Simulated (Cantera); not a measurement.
What does this Cantera script print?

```python
import numpy as np
import cantera as ct

gas = ct.Solution("gri30.yaml")
gas.TPX = 500, 1000000, {'CH4': 1, 'O2': 1.18, 'N2': 4.42}
inlet = ct.Reservoir(gas, clone=True)
gas.equilibrate("HP")  # start burning
reactor = ct.IdealGasConstPressureReactor(gas, energy="on", clone=False)
exhaust = ct.Reservoir(gas, clone=True)
tau = [0.056, 0.03, 0.016, 0.0084, 0.0044, 0.0024, 0.0013, 0.00067, 0.00035, 0.00019, 0.0001, 5.3e-05][0]
for a, b in ((inlet, reactor), (reactor, exhaust)):
    ct.MassFlowController(a, b, mdot=lambda t: reactor.mass / tau)
net = ct.ReactorNet([reactor])
show = ['CH4', 'O2', 'H', 'HCO', 'H2O', 'CH2O']

rows = []
print(f"{'tau/s':>10s}{'T/K':>9s}" + "".join(f"{s:>11s}" for s in show))
for tau in [0.056, 0.03, 0.016, 0.0084, 0.0044, 0.0024, 0.0013, 0.00067, 0.00035, 0.00019, 0.0001, 5.3e-05]:
    net.initial_time = 0.0
    net.advance(30 * tau)
    before = gas.X
    net.advance(40 * tau)
    drift = np.max(np.abs(gas.X - before) / (gas.X + 1e-9))
    rows.append([gas.T, *gas[show].X, drift])
    print(f"{tau:10.3e}{gas.T:9.1f}" + "".join(f"{x:11.3e}" for x in gas[show].X))
```

Output:

```
     tau/s      T/K        CH4         O2          H        HCO        H2O       CH2O
 5.600e-02   1939.3  4.642e-03  1.612e-04  1.162e-04  5.121e-08  1.612e-01  2.931e-06
 3.000e-02   1946.3  5.876e-03  2.822e-04  1.222e-04  5.551e-08  1.644e-01  4.569e-06
 1.600e-02   1952.9  7.253e-03  4.923e-04  1.291e-04  6.310e-08  1.678e-01  7.187e-06
 8.400e-03   1958.5  8.807e-03  8.651e-04  1.368e-04  7.713e-08  1.712e-01  1.151e-05
 4.400e-03   1961.2  1.054e-02  1.514e-03  1.449e-04  1.028e-07  1.741e-01  1.862e-05
 2.400e-03   1959.3  1.237e-02  2.553e-03  1.522e-04  1.460e-07  1.762e-01  2.955e-05
 1.300e-03   1949.8  1.459e-02  4.358e-03  1.575e-04  2.242e-07  1.772e-01  4.820e-05
 6.700e-04   1922.8  1.787e-02  8.042e-03  1.556e-04  3.860e-07  1.764e-01  8.718e-05
 3.500e-04   1845.5  2.434e-02  1.737e-02  1.255e-04  7.537e-07  1.698e-01  2.025e-04
 1.900e-04    500.0  1.515e-01  1.788e-01  1.245e-33  3.306e-33  5.919e-15  1.022e-16
 1.000e-04    500.0  1.515e-01  1.788e-01  9.224e-35  6.253e-35  1.104e-16  1.907e-18
 5.300e-05    500.0  1.515e-01  1.788e-01  3.727e-36  3.747e-37  7.109e-19  1.228e-20
```

Detailed kinetics in Cantera: GRI-Mech 3.0 (53 species, 325 reactions).
